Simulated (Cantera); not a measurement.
Input: 1 mol MgCO₃, 0.17 mol H₂S, 0.36 mol CO₂, equilibrated at 900 K and 1.40 bar.

These are equilibrium values from Cantera (NASA tables, ideal gas, pure condensed phases), not measurements of a reactor. Candidate condensed phases: C, C₆H₆, C₇H₈, C₈H₁₈, H₂O, H₂SO₄, Mg, MgCO₃, MgO, Mg(OH)₂, MgS, MgSO₄, S; 130 gas species. Gases not in the tables: S₃ to S₇. Rates play no part.

Base state: CO₂ 0.844, H₂S 0.0714, H₂O 0.0373, COS 0.0224, CO 0.0147, S₂ 0.00799, H₂ 0.00150, CS₂ 0.000142 (mole fractions); condensed: MgO(s).

Task: What changes in the equilibrium state with this change: H₂S from 0.17 to 0.35 mol?

Result: 
| species | before | after |
|---|---|---|
| CO₂ | 0.844 | 0.738 |
| H₂S | 0.0714 | 0.150 |
| H₂O | 0.0373 | 0.0495 |
| COS | 0.0224 | 0.0310 |
| S₂ | 0.00799 | 0.0103 |
| CO | 0.0147 | 0.0180 |
| CS₂ | 0.000142 | 0.000312 |
| H₂ | 0.00150 | 0.00278 |
| SO₂ | 7.13e-5 | 4.15e-5 |
| S₂O | 1.51e-5 | 1.39e-5 |
| MgO(s), mol | 1.00 | 1.00 |

Task: What changes in the equilibrium state with this change: 0.012 mol CH₄ added?

Result: 
```
species       before    after
-----------  -------  -------
CO₂            0.844    0.820
H₂S           0.0714   0.0808
H₂O           0.0373   0.0394
CO            0.0147   0.0311
COS           0.0224   0.0233
SO₂          7.13e-5  7.46e-6
S₂O          1.51e-5  1.69e-6
S₂           0.00799  0.00195
MgO(s), mol     1.00     1.00
```
